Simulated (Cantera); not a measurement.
Input: 1 mol MgO, 3.4 mol C, 0.35 mol CO, held at 2148 K and 1.00 bar.

Equilibrium computed with Cantera from the NASA thermochemical tables; the gas is ideal and each condensed phase is pure. Candidate condensed phases: C, Mg, MgCO₃, MgO; 15 gas species. Rates play no part.

Base state: CO 0.574, Mg 0.426, Mg₂ 1.92e-5 (mole fractions); condensed: C(graphite).

What changes in the equilibrium state with this change: MgO replaced by CuO?


```tsv
species	before	after
CO	0.574	0.984
Cu	0	0.0154
Cu₂	0	0.000102
Mg	0.426	0
Mg₂	1.92e-5	0
CO₂	4.38e-6	1.29e-5
C(graphite), mol	2.40	2.40
Cu(l), mol	0	0.979
```
Further candidate phases: Cu, CuO, Cu₂O.
